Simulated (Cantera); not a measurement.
A Cantera script and its output.

```python
import numpy as np
import cantera as ct

gas = ct.Solution("gri30.yaml")


def delay(T, t_max=10):
    gas.TPX = T, 101325, {'CO': 1, 'H2': 0.077, 'O2': 0.337, 'N2': 1.27}
    reactor = ct.IdealGasConstPressureReactor(gas, clone=False)
    net = ct.ReactorNet([reactor])
    net.rtol, net.atol = 1e-8, 1e-16
    while net.time < t_max:
        t_old, T_old = net.time, reactor.T
        net.step()
        if reactor.T > T + 400:  # ignition: a rise of 400 K
            return t_old + (T + 400 - T_old) / (reactor.T - T_old) * (net.time - t_old)
    return np.nan


taus = []
for T in [1325, 1400, 1475, 1550, 1625]:
    taus.append(delay(T))
    print(f"T0 = {T:6g} K   tau = {taus[-1]:.4e} s")

# d ln(tau) / d ln(k), from doubling and halving each rate constant
T, sens = 1325, []
for i in range(gas.n_reactions):
    gas.set_multiplier(2.0, i)
    up = delay(T)
    gas.set_multiplier(0.5, i)
    down = delay(T)
    gas.set_multiplier(1.0, i)
    sens.append((np.log(up / down) / np.log(4.0), gas.reaction(i).equation))
sens.sort(key=lambda x: -abs(x[0]))
print(f"sensitivities at {T} K")
for s, eq in sens[:10]:
    print(f"{s:8.3f}  {eq}")
```

Result:

```
T0 =   1325 K   tau = 8.1416e-05 s
T0 =   1400 K   tau = 7.0593e-05 s
T0 =   1475 K   tau = 6.4608e-05 s
T0 =   1550 K   tau = 6.1931e-05 s
T0 =   1625 K   tau = 6.1630e-05 s
sensitivities at 1325 K
  -0.311  H + O2 <=> O + OH
  -0.230  H2 + O <=> H + OH
  -0.188  CO + OH <=> CO2 + H
  -0.061  CO + O (+M) <=> CO2 (+M)
  -0.053  H + O2 + M <=> HO2 + M
  -0.039  CO + O2 <=> CO2 + O
  -0.036  H + O2 + N2 <=> HO2 + N2
  -0.020  H + O2 + H2O <=> HO2 + H2O
  -0.013  H + OH + M <=> H2O + M
  -0.010  HCO + M <=> CO + H + M
```

Computed with Cantera and GRI-Mech 3.0 (53 species, 325 reactions). Where the delays flatten at high temperature, the 400 K rule measures the pace of heat release, not the induction time.
